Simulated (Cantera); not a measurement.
Standard-state values (1 bar) from the NASA 1993 polynomials, evaluated with Cantera. Values are per mole of reaction as written; species without (g) are pure solids or liquids, kept so even where they would boil at 1 bar.

2 AlCl(g) + N2(g) = 2 AlN + 2 Cl(g)

| T (K) | ΔH° (kJ) | ΔS° (J/K) | ΔG° (kJ) | log10 K |
|---|---|---|---|---|
| 300 | … | … | … | … |
| 798 | -278.3 | -255.0 | -74.8 | 4.89 |
| 848 | -276.6 | -253.0 | -62.1 | 3.82 |
| 898 | -275.0 | -251.1 | -49.5 | 2.88 |
| 948 | … | … | … | … |
| 998 | -271.6 | -247.6 | -24.5 | 1.28 |
| 1048 | -269.9 | -245.9 | -12.2 | 0.61 |

Q: What belongs in the gaps?

A: 
- 300, ΔH° (kJ): -290.4
- 300, ΔS° (J/K): -276.8
- 300, ΔG° (kJ): -207.4
- 300, log10 K: 36.11
- 948, ΔH° (kJ): -273.3
- 948, ΔS° (J/K): -249.3
- 948, ΔG° (kJ): -36.9
- 948, log10 K: 2.04
